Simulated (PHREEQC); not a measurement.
Dissolve 130 mmol/kgw CuCl2, 99 mmol/kgw HBF4 and 0.29 mmol/kgw NaCl at 25 °C. Closed to the air; pH follows from the charge balance.

The numbers come from PHREEQC with the ion-association model, wateq4f.dat.

```csv
quantity,before,after
pH,1.13,2.10
ionic strength (mol/kgw),0.448,0.0472
Cl- (mol/kgw),0.240,0.0256
BF4- (mol/kgw),0.0936,0.00787
HF (mol/kgw),0.0125,0.00548
H3BO3 (mol/kgw),0.00267,0.00138
SI of Halite (NaCl),-6.07,-7.88
```

Question: Name the change that produced these shifts.
A) diluted 2-fold with water
B) NaCl from 0.00029 to 0.000435 mol/kgw
C) diluted 10-fold with water
D) CuCl2 left out
E) CuCl2 from 0.13 to 0.013 mol/kgw

Answer: C, diluted 10-fold with water

This is a speciation only: nothing precipitates in the calculation. Real BF4- forms and hydrolyses slowly; the run takes it at equilibrium.
